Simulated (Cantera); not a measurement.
# SiH₄ + Cl₂ + N₂ (silicon epitaxy and polysilicon growth)

Charge: 1 mol SiH₄, 0.0052 mol Cl₂, 12 mol N₂, held at 1477 °C and 1.00 Torr.

Method: chemical equilibrium by Gibbs-energy minimisation in Cantera with the NASA 1993 tables (ideal gas, pure condensed phases). Candidate condensed phases: NH₄Cl, Si, Si₃N₄; 28 gas species. The tables' values for SiN are old estimates; treat these amounts as uncertain. Equilibrium is a limit: real reactors are often held back by kinetics, nucleation or transport.

| Item | Value |
|---|---|
| x(N₂) | 0.855 |
| x(H₂) | 0.141 |
| x(H) | 0.00239 |
| x(Si) | 0.00113 |
| x(HCl) | 0.000700 |
| x(Si₂N) | 3.33e-5 |
| x(SiH) | 2.04e-5 |
| x(SiN) | 1.96e-5 |
| x(SiCl₂) | 1.15e-5 |
| n(Si(l)) | 0.982 mol |
| gas amount | 14.04 mol |
